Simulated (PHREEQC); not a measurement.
Solution (80 °C): 0.23 mol ZnBr2 per kg of water. Closed to the air; pH follows from the charge balance.

Model: ion-association model, phreeqc.dat, run in PHREEQC.

Each row changes one thing in this solution. No solid was allowed to form.

```
case                                            pH  ionic strength (mol/kgw)
--------------------------------------------  ----  ------------------------
as made                                       4.43                     0.682
temperature from 80 to 60 °C                  4.67                     0.682
temperature from 80 to 55 °C                  4.73                     0.682
ZnBr2 replaced by CdBr2 at the same molality  5.32                     0.206
diluted 10-fold with water                    4.73                    0.0688
diluted 100-fold with water                   5.12                   0.00689
0.032 mol/kgw LiCl added                      4.44                     0.688
```

At this temperature some constants are extrapolated from 25 °C, and those without enthalpy data are left unchanged.
